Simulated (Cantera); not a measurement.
A Cantera script and what it prints.

```python
import numpy as np
import cantera as ct

gas_names = """
    CL CL2 H HCL H2 Si SiCL SiCL2 SiCL3 SiCL4 SiH SiHCL3 SiH2 SiH2CL2 SiH3 SiH3CL SiH4 Si2 Si3
""".split()
cond_names = """
    Si(cr) Si(L)
""".split()


# ... load() reads the species with a 1 bar reference pressure and builds the phases ...
atoms = {
    'SiHCl3': {'Si': 1, 'H': 1, 'CL': 3},
    'Cl2': {'CL': 2},
    'H2': {'H': 2},
}
top_T = {}  # K; cautious upper limits of use, not melting points


# ... equilibrate(T, P, feed) seeds the gas with the atoms and calls Mixture.equilibrate('TP', solver="vcs", rtol=1e-11, max_steps=5000) ...
results = []
feed = {'SiHCl3': 1, 'Cl2': 0.023, 'H2': 5.6}  # mol
P = 1000  # Pa
for T in [825, 975, 1125, 1275, 1425, 1575, 1725]:
    mix = equilibrate(T, P, feed)
    results.append((T, P, feed, dict(zip(mix.species_names, mix.species_moles))))
    x = sorted(zip(gas.X, gas.species_names), reverse=True)
    print(f"T = {T:g} K  P = {P:g} Pa  gas = {mix.phase_moles(0):.4g} mol")
    print("   x: " + "  ".join(f"{s} {v:.3e}" for v, s in x if v > 0.0001))
    print("   condensed (mol): " + ("  ".join(f"{mix.phase(i).name} {mix.phase_moles(i):.4g}"
          for i in range(1, mix.n_phases) if mix.phase_moles(i) > 1e-12) or "none"))
```

It prints:

```
T = 825 K  P = 1000 Pa  gas = 6.84 mol
   x: H2 8.796e-01  SiCL4 9.610e-02  SiHCL3 1.793e-02  HCL 5.830e-03  SiH2CL2 2.822e-04  SiCL3 2.159e-04
   condensed (mol): Si(cr) 0.2163
T = 975 K  P = 1000 Pa  gas = 6.89 mol
   x: H2 8.633e-01  SiCL4 8.923e-02  HCL 2.779e-02  SiHCL3 1.585e-02  SiCL3 2.133e-03  SiCL2 1.444e-03  SiH2CL2 2.946e-04
   condensed (mol): Si(cr) 0.2494
T = 1125 K  P = 1000 Pa  gas = 7.054 mol
   x: H2 8.191e-01  HCL 7.933e-02  SiCL4 6.429e-02  SiCL2 1.628e-02  SiHCL3 1.153e-02  SiCL3 9.223e-03  SiH2CL2 2.537e-04
   condensed (mol): Si(cr) 0.2835
T = 1275 K  P = 1000 Pa  gas = 7.379 mol
   x: H2 7.548e-01  HCL 1.387e-01  SiCL2 6.608e-02  SiCL4 2.099e-02  SiCL3 1.460e-02  SiHCL3 4.611e-03  SiH2CL2 1.404e-04
   condensed (mol): Si(cr) 0.2146
T = 1425 K  P = 1000 Pa  gas = 7.568 mol
   x: H2 7.264e-01  HCL 1.582e-01  SiCL2 1.040e-01  SiCL3 7.996e-03  SiCL4 2.419e-03  SiHCL3 8.693e-04
   condensed (mol): Si(cr) 0.1274
T = 1575 K  P = 1000 Pa  gas = 7.609 mol
   x: H2 7.229e-01  HCL 1.571e-01  SiCL2 1.158e-01  SiCL3 3.367e-03  H 3.533e-04  SiCL4 2.563e-04  SiHCL3 1.574e-04
   condensed (mol): Si(cr) 0.09
T = 1725 K  P = 1000 Pa  gas = 7.625 mol
   x: H2 7.205e-01  HCL 1.573e-01  SiCL2 1.184e-01  H 1.576e-03  SiCL3 1.562e-03  CL 2.664e-04  SiCL 2.590e-04  Si 1.015e-04
   condensed (mol): Si(L) 0.08202
```

Method: chemical equilibrium by Gibbs-energy minimisation in Cantera with the NASA 1993 tables (ideal gas, pure condensed phases). The tables' values for SiCl3, SiCl are old estimates; treat these amounts as uncertain. Gases not in the tables: Si2H6 and higher silanes.
